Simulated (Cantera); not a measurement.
**Gas-phase reforming**

A perfectly stirred reactor is fed with CH4 : CO2 = 1 : 1.9 (molar parts), at 95000 Pa; it is held at 1973 K, and followed from long to short residence time.

Computed with Cantera and GRI-Mech 3.0 (53 species, 325 reactions).

```csv
τ (s),x CH4,x CO2,x CO,x C2H6,x HO2,x O2
28,8.43e-5,0.0552,0.536,2.36e-10,1.04e-11,1.20e-8
8.0,0.000290,0.0553,0.536,2.74e-9,1.03e-11,1.17e-8
2.3,0.000902,0.0560,0.536,2.63e-8,1.03e-11,1.17e-8
0.67,0.00237,0.0582,0.533,1.84e-7,1.09e-11,1.21e-8
0.19,0.00530,0.0656,0.522,9.65e-7,1.31e-11,1.32e-8
0.056,0.01000,0.0843,0.493,3.77e-6,1.93e-11,1.56e-8
0.016,0.0177,0.125,0.433,1.33e-5,3.36e-11,1.92e-8
0.0047,0.0327,0.200,0.340,4.47e-5,5.23e-11,1.97e-8
0.0014,0.0680,0.321,0.216,0.000144,5.63e-11,1.20e-8
0.00039,0.141,0.476,0.0897,0.000417,4.03e-11,3.78e-9
```
x: mole fraction; the columns are a selection and need not sum to one.
